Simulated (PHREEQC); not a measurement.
Dissolve 0.12 mol KOH and 0.011 mol CO2 per kg of water at 25 °C. Closed to the air; pH follows from the charge balance.

Computed with PHREEQC (ion-association model, phreeqc.dat).

Q: The ionic strength comes out as 0.131 mol/kgw. What activity coefficients do CO3-2, K+, OH-, HCO3- get?

A: CO3-2 0.35, K+ 0.74, OH- 0.74, HCO3- 0.77.

No solid was allowed to form.
